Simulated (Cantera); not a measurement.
An isothermal, constant-pressure homogeneous reactor starts with C2H6 : N2 = 1 : 47 (molar parts), at 1200 K and 100.0 Torr.

Detailed kinetics in Cantera: GRI-Mech 3.0 (53 species, 325 reactions). GRI-Mech 3.0 stops at C3 and has no aromatics, soot or wall deposition, so with more carbon than oxygen in the feed, carbon stays in small species such as C2H2 where larger ones or solid carbon would form.

x: mole fraction; the columns are a selection and need not sum to one.

| t (s) | x C2H6 | x HCN | x C2H4 | x C2H2 | x C2H | x H | x CH4 |
|---|---|---|---|---|---|---|---|
| 0.000300 | 0.0208 | <1e-12 | 5.76e-7 | 1.46e-12 | <1e-12 | 5.46e-8 | 3.68e-7 |
| 0.00120 | 0.0208 | 1.68e-12 | 3.07e-5 | 3.40e-9 | <1e-12 | 6.96e-7 | 5.10e-6 |
| 0.00482 | 0.0201 | 1.95e-10 | 0.000627 | 1.56e-6 | <1e-12 | 2.19e-6 | 5.84e-5 |
| 0.0193 | ___ | 5.91e-10 | ___ | ___ | 8.40e-12 | ___ | ___ |
| 0.0775 | 0.00669 | 9.46e-10 | 0.0119 | 0.00108 | 5.33e-11 | 3.60e-6 | 0.00161 |
| 0.311 | 0.000276 | 1.10e-9 | 0.0128 | 0.00588 | 8.40e-11 | 1.83e-6 | 0.00264 |
| 1.24 | ___ | 1.10e-9 | ___ | ___ | 2.86e-11 | ___ | 0.00271 |
| 4.99 | 3.08e-6 | 1.10e-9 | 0.00562 | 0.0132 | 1.98e-11 | 2.53e-7 | 0.00272 |
| 20.0 | 1.10e-6 | 1.09e-9 | 0.00188 | 0.0168 | 1.66e-11 | 1.86e-7 | 0.00273 |

### Question
Some entries are withheld; supply them.

### Answer

- 0.0193, x C2H6: 0.0167
- 0.0193, x C2H4: 0.00374
- 0.0193, x C2H2: 6.37e-5
- 0.0193, x H: 2.68e-6
- 0.0193, x CH4: 0.000387
- 1.24, x C2H6: 1.17e-5
- 1.24, x C2H4: 0.00915
- 1.24, x C2H2: 0.00972
- 1.24, x H: 4.42e-7
